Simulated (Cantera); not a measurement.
A diamond (100) surface in a fixed gas of H2 with x(CH4) = 0.0034, x(H) = 0.018, at 1298 K, 0.130 bar; coverages are run to steady state.

Model: the Harris–Goodwin 1993 mechanism for the reconstructed diamond (100) surface, integrated in Cantera.

θ: site fractions in the mechanism's names (c6HH fully hydrogenated, c6H* and c6*H radical sites, c6** diradical, c6HM methylated).

```json
[
 {"x(CH3)": "1e-06", "growth (µm/h)": "0.0835", "θ c6HH": "0.379", "θ c6H*": "0.0495", "θ c6*H": "0.525", "θ c6**": "0.0462", "θ c6HM": "4.19e-6"},
 {"x(CH3)": "2.3e-06", "growth (µm/h)": "___", "θ c6HH": "0.379", "θ c6H*": "0.0495", "θ c6*H": "0.525", "θ c6**": "0.0462", "θ c6HM": "___"},
 {"x(CH3)": "5.1e-06", "growth (µm/h)": "___", "θ c6HH": "0.379", "θ c6H*": "0.0495", "θ c6*H": "0.525", "θ c6**": "0.0462", "θ c6HM": "___"},
 {"x(CH3)": "1.2e-05", "growth (µm/h)": "1.00", "θ c6HH": "0.379", "θ c6H*": "0.0495", "θ c6*H": "0.525", "θ c6**": "0.0462", "θ c6HM": "5.03e-5"},
 {"x(CH3)": "2.6e-05", "growth (µm/h)": "2.17", "θ c6HH": "0.379", "θ c6H*": "0.0495", "θ c6*H": "0.525", "θ c6**": "0.0462", "θ c6HM": "0.000109"},
 {"x(CH3)": "5.9e-05", "growth (µm/h)": "4.92", "θ c6HH": "0.379", "θ c6H*": "0.0495", "θ c6*H": "0.525", "θ c6**": "0.0462", "θ c6HM": "0.000247"},
 {"x(CH3)": "0.00013", "growth (µm/h)": "10.8", "θ c6HH": "0.379", "θ c6H*": "0.0495", "θ c6*H": "0.525", "θ c6**": "0.0461", "θ c6HM": "0.000544"},
 {"x(CH3)": "0.0003", "growth (µm/h)": "24.9", "θ c6HH": "0.378", "θ c6H*": "0.0494", "θ c6*H": "0.524", "θ c6**": "0.0459", "θ c6HM": "0.00125"},
 {"x(CH3)": "0.00068", "growth (µm/h)": "56.2", "θ c6HH": "0.377", "θ c6H*": "0.0492", "θ c6*H": "0.522", "θ c6**": "0.0456", "θ c6HM": "0.00282"}
]
```

Question: What belongs in the gaps?

Answer: 
- 2.3e-06, growth (µm/h): 0.192
- 2.3e-06, θ c6HM: 9.64e-6
- 5.1e-06, growth (µm/h): 0.426
- 5.1e-06, θ c6HM: 2.14e-5
